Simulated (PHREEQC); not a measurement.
A solution holds 0.016 mol LiCl, 0.0051 mol CaCl2 and 5.5e-07 mol H4SiO4 per kg of water, at 25 °C. Closed to the air; pH follows from the charge balance.

The numbers come from PHREEQC with the ion-association model, phreeqc.dat.

No solid was allowed to form.

Task: Estimate the specific conductance.

Result: specific conductance 2820 µS/cm.

Species that the database lacks are ignored.
